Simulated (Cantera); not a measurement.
Equilibrium for abatement and gas-phase synthesis: N₂O + SO₂ + O₂

Feed: 1 mol N₂O, 0.02 mol SO₂, 0.042 mol O₂, equilibrated at 7.50 Torr.

These are equilibrium values from Cantera (NASA tables, ideal gas, pure condensed phases), not measurements of a reactor. Candidate condensed phases: S; 17 gas species. Rates play no part.

```csv
T (K),x N₂,x O₂,x O,x NO,x SO₂
1098,0.640,0.347,1.40e-8,9.67e-5,0.0123
1248,0.640,0.347,3.92e-7,0.000322,0.0127
1398,0.640,0.347,5.40e-6,0.000829,0.0128
1548,0.639,0.346,4.49e-5,0.00178,0.0128
1698,0.638,0.345,0.000257,0.00332,0.0128
1848,0.637,0.343,0.00111,0.00560,0.0128
1998,0.635,0.340,0.00384,0.00870,0.0127
2148,0.630,0.333,0.0111,0.0126,0.0126
2298,0.623,0.320,0.0278,0.0171,0.0123
2448,0.610,0.296,0.0606,0.0219,0.0115
2598,0.589,0.256,0.117,0.0259,0.0100
2748,0.561,0.201,0.198,0.0282,0.00763
```
x: gas mole fraction; nothing condenses.

From 1098 K to 2748 K nothing is condensed.
